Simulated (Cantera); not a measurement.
A perfectly stirred reactor is fed with H2 : O2 : N2 = 1 : 0.694 : 5.56 (molar parts), at 1.60 bar; it is adiabatic with a 575 K inlet, and is followed from long to short residence time, starting on the burning branch (τ in s: 0.033, 0.02, 0.012, 0.0069, 0.0041, 0.0024, 0.0014, 0.00085, 0.00051, 0.0003, 0.00018, 0.00011, 6.2e-05).

Cantera simulation using GRI-Mech 3.0 (53 species, 325 reactions); the numbers are that mechanism's predictions, not measurements.

Problem. What does this change do: pressure from 1.60 bar to 4.70 bar?

Solution. 
```
quantity                                                                          before                                   after
------------------------------------------------  --------------------------------------  --------------------------------------
blow-out, bracketed by the residence times tried  burning at 62.0 µs, the shortest tried  burning at 62.0 µs, the shortest tried
x(H2) at τ = 33.0 ms                                                            0.000424                                0.000159
x(O2) at τ = 33.0 ms                                                              0.0286                                  0.0287
x(H2O2) at τ = 33.0 ms                                                           2.46e-7                                 2.33e-7
x(O) at τ = 33.0 ms                                                             0.000129                                 2.82e-5
x(NO) at τ = 33.0 ms                                                             6.00e-6                                 4.38e-6
x(H2) at τ = 1.40 ms                                                             0.00310                                 0.00126
x(O2) at τ = 1.40 ms                                                              0.0294                                  0.0289
x(H2O2) at τ = 1.40 ms                                                           9.36e-7                                 9.21e-7
x(O) at τ = 1.40 ms                                                             0.000975                                0.000227
x(NO) at τ = 1.40 ms                                                             7.09e-6                                 4.05e-6
```
The hydrogen kinetics of GRI-Mech 3.0 are dated; newer H2 mechanisms differ, most at raised pressure.

Problem. What does this change do: inlet temperature 575 to 750 K?

Solution. 
```
quantity                                                                          before                                   after
------------------------------------------------  --------------------------------------  --------------------------------------
blow-out, bracketed by the residence times tried  burning at 62.0 µs, the shortest tried  burning at 62.0 µs, the shortest tried
x(H2) at τ = 33.0 ms                                                            0.000424                                0.000478
x(O2) at τ = 33.0 ms                                                              0.0286                                  0.0285
x(H2O2) at τ = 33.0 ms                                                           2.46e-7                                 1.50e-7
x(O) at τ = 33.0 ms                                                             0.000129                                0.000172
x(NO) at τ = 33.0 ms                                                             6.00e-6                                 1.58e-5
x(H2) at τ = 1.40 ms                                                             0.00310                                 0.00340
x(O2) at τ = 1.40 ms                                                              0.0294                                  0.0291
x(H2O2) at τ = 1.40 ms                                                           9.36e-7                                 5.44e-7
x(O) at τ = 1.40 ms                                                             0.000975                                 0.00127
x(NO) at τ = 1.40 ms                                                             7.09e-6                                 1.35e-5
```
